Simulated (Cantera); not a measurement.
A closed system holds: 1 mol HMDSO, 0.46 mol N2O, held at 0.410 bar.

Cantera equilibrium calculation (NASA polynomials, part measured and part estimated; ideal gas, pure solids and liquids). Candidate condensed phases: C, C6H6, C7H8, C8H18, H2O, Si, SiC, SiO2, Si2N2O, Si3N4; 151 gas species. The feed counts by its element totals alone. Mutual solubility and eutectic melting of coexisting phases are not modelled. The tables hold silica as quartz up to 1696 K and as liquid above; real silica turns to tridymite and cristobalite and melts near 1996 K. Kinetics and transport are ignored.

log p: log10 of the partial pressure in bar; n: condensed amount in mol.

```
T (K)  log p H2   log p CH4    log p CO    log p N2   log p H2O  n C(graphite)  n SiC(s)  n SiO2(α-quartz)  n Si2N2O(s)  n SiO2(β-quartz)
-----  --------  ----------  ----------  ----------  ----------  -------------  --------  ----------------  -----------  ----------------
650       -0.97       -0.52        <-12        <-12        <-12           1.60     0.580             0.500        0.460                 0
725       -0.70       -0.68        <-12        <-12      -11.37           2.39     0.580             0.500        0.460                 0
800       -0.53       -0.94      -10.89        <-12      -10.05           3.43     0.580             0.500        0.460                 0
875       -0.45       -1.26       -9.18        <-12       -9.02           4.36     0.580                 0        0.460             0.500
950       -0.41       -1.60       -7.74      -11.49       -8.18           4.91     0.580                 0        0.460             0.500
1025      -0.40  (withheld)  (withheld)  (withheld)  (withheld)           5.17     0.580                 0        0.460             0.500
1100      -0.39       -2.23       -5.46       -8.65       -6.90           5.29     0.580                 0        0.460             0.500
1175      -0.39       -2.50       -4.54       -7.51       -6.39           5.35     0.580                 0        0.460             0.500
1250      -0.39  (withheld)  (withheld)  (withheld)  (withheld)           5.37     0.582                 0        0.460             0.498
1325      -0.39       -2.95       -3.03       -5.61       -5.56           5.36     0.590                 0        0.460             0.490
1400      -0.39       -3.15       -2.39       -4.82       -5.21           5.27     0.625                 0        0.460             0.455
```

Fill in the missing entries.


- 1025, log p CH4: -1.93
- 1025, log p CO: -6.52
- 1025, log p N2: -9.96
- 1025, log p H2O: -7.49
- 1250, log p CH4: -2.74
- 1250, log p CO: -3.74
- 1250, log p N2: -6.50
- 1250, log p H2O: -5.95
